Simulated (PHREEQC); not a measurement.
**Metal-bearing waste water: an equilibrium model**

Solution (55 °C): 0.041 mol FeCl3 and 0.0029 mol H2SO4 per kg of water. Closed to the air; pH follows from the charge balance.

Equilibrium calculation in PHREEQC: ion-association model, wateq4f.dat.

Precipitation was switched off in this run.

Problem. What pH, ionic strength does the model give?

Solution. pH 1.81; ionic strength 0.174 mol/kgw.

Problem. In which forms is Cl present?

Solution. Cl- 85 %, FeCl+2 13 %, FeCl2+ 1.5 % of the Cl.

Examples of supersaturated solids here: Hematite (slow to form), Goethite (slow to form). Others may be too. Complexes and solids missing from the database can't appear. Constants without temperature data keep their 25 °C values here.
